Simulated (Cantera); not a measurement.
A closed system holds: 1 mol C, 0.026 mol NH3, 0.61 mol N2, at 1330 Pa.

These are equilibrium values from Cantera (NASA tables, ideal gas, pure condensed phases), not measurements of a reactor. Candidate condensed phases: C, C6H6, C7H8, C8H18; 92 gas species. Kinetics and transport are ignored.

x: gas mole fraction; n: condensed amount in mol.

| T (K) | x N2 | x H2 | x H | x HCN | x HNC | x C2H2 (acetylene) | x CN | n C(graphite) |
|---|---|---|---|---|---|---|---|---|
| 1025 | 0.941 | 0.0589 | 9.16e-9 | 1.81e-6 | 3.19e-9 | 1.30e-10 | <1e-12 | 1.000 |
| 1225 | 0.941 | 0.0589 | 6.55e-7 | 2.30e-5 | 1.30e-7 | 9.56e-9 | <1e-12 | 1.000 |
| 1425 | 0.941 | 0.0588 | 1.43e-5 | 0.000142 | 1.86e-6 | 2.07e-7 | 1.21e-10 | 1.000 |
| 1625 | 0.941 | 0.0585 | … | … | … | … | … | 1.000 |
| 1825 | 0.940 | 0.0576 | … | … | … | … | … | 0.999 |
| 2025 | 0.937 | 0.0548 | 0.00390 | 0.00368 | 0.000219 | 4.96e-5 | 6.53e-6 | 0.997 |
| 2225 | 0.931 | 0.0485 | 0.0124 | 0.00694 | 0.000569 | 0.000142 | 6.59e-5 | 0.995 |

What belongs in the gaps?


- 1625, x H: 0.000148
- 1625, x HCN: 0.000559
- 1625, x HNC: 1.37e-5
- 1625, x C2H2 (acetylene): 2.08e-6
- 1625, x CN: 1.13e-8
- 1825, x H: 0.000915
- 1825, x HCN: 0.00161
- 1825, x HNC: 6.46e-5
- 1825, x C2H2 (acetylene): 1.24e-5
- 1825, x CN: 3.87e-7
